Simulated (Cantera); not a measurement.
A perfectly stirred reactor is fed with 7.30 % CH4, 2.34 % C2H6, 19.0 % O2, 71.4 % N2, equivalence ratio 1.2, at 0.720 bar; it is adiabatic with a 500 K inlet, and is followed from long to short residence time, starting on the burning branch (τ in s: 0.19, 0.071, 0.026, 0.0097, 0.0036, 0.0013, 0.00049, 0.00018, 6.6e-05, 2.4e-05).

Computed with Cantera and GRI-Mech 3.0 (53 species, 325 reactions).

### Question
Predict: blow-out, bracketed by the residence times tried; x(CH4) at τ = 0.190 s; x(C2H6) at τ = 0.190 s; x(O2) at τ = 0.190 s; x(CO) at τ = 0.190 s; x(H2O) at τ = 0.190 s; x(CH4) at τ = 1.30 ms; x(C2H6) at τ = 1.30 ms; x(O2) at τ = 1.30 ms; x(CO) at τ = 1.30 ms; x(H2O) at τ = 1.30 ms.

### Answer
| Property | Result |
|---|---|
| blow-out, bracketed by the residence times tried | burning at 0.180 ms, out at 66.0 µs |
| x(CH4) at τ = 0.190 s | 3.17e-6 |
| x(C2H6) at τ = 0.190 s | 5.57e-8 |
| x(O2) at τ = 0.190 s | 0.000497 |
| x(CO) at τ = 0.190 s | 0.0492 |
| x(H2O) at τ = 0.190 s | 0.178 |
| x(CH4) at τ = 1.30 ms | 7.65e-5 |
| x(C2H6) at τ = 1.30 ms | 5.07e-6 |
| x(O2) at τ = 1.30 ms | 0.00534 |
| x(CO) at τ = 1.30 ms | 0.0532 |
| x(H2O) at τ = 1.30 ms | 0.166 |
